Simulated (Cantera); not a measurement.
CH3SiCl3 + CH4 + H2 (silicon carbide growth)

Feed: 1 mol CH3SiCl3, 0.068 mol CH4, a varied amount of H2, at 1250 °C and 4.05 Torr.

Cantera equilibrium calculation (NASA polynomials, part measured and part estimated; ideal gas, pure solids and liquids). Candidate condensed phases: C, C6H6, C7H8, C8H18, Si, SiC; 109 gas species. The feed counts by its element totals alone. The tables' values for SiCl3 are old estimates; treat these amounts as uncertain. Rates play no part.

| n(H2) (mol) | x H2 | x HCl | x SiCl2 | x SiCl3 | x SiCl4 | x H | n C(graphite) | n SiC(s) |
|---|---|---|---|---|---|---|---|---|
| 1 | 0.324 | 0.635 | 0.0324 | 0.00572 | 0.00301 | 0.000179 | 0.238 | 0.830 |
| 2 | 0.439 | 0.540 | 0.0173 | 0.00223 | 0.000857 | 0.000209 | 0.173 | 0.895 |
| 3.7 | 0.571 | 0.420 | 0.00804 | 0.000706 | 0.000185 | 0.000238 | 0.129 | 0.939 |
| 7 | 0.707 | 0.289 | 0.00308 | 0.000167 | 2.71e-5 | 0.000265 | 0.101 | 0.967 |
| 13 | 0.815 | 0.184 | 0.00108 | 3.46e-5 | 3.32e-6 | 0.000284 | 0.0856 | 0.982 |
| 25 | 0.893 | 0.106 | 0.000327 | 5.79e-6 | 3.06e-7 | 0.000298 | 0.0765 | 0.991 |
| 47 | 0.940 | 0.0596 | 9.84e-5 | 9.57e-7 | 2.78e-8 | 0.000305 | 0.0713 | 0.995 |
x: gas mole fraction; n: condensed amount in mol.

From 1 mol H2 to 47 mol H2 the condensed part is C(graphite) + SiC(s). The main Si-bearing gas is SiCl2 throughout. The share of Si in condensed phases is highest at 47 mol H2 (99.5 %) and lowest at 1 mol H2 (83.0 %).
